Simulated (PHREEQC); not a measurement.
Solution (65 °C): 0.0029 mol/kgw NiSO4 and 0.00048 mol/kgw CaCl2. Closed to the air; pH follows from the charge balance.

Model: ion-association model, wateq4f.dat, run in PHREEQC.

**Question.** The ionic strength comes out as 0.0104 mol/kgw. What activity coefficients do Cl-, SO4-2, NiCl+, Ni+2, Ca+2 get?

**Answer.** Cl- 0.89, SO4-2 0.64, NiCl+ 0.89, Ni+2 0.64, Ca+2 0.65.

Precipitation was switched off in this run. At this temperature some constants are extrapolated from 25 °C, and those without enthalpy data are left unchanged.
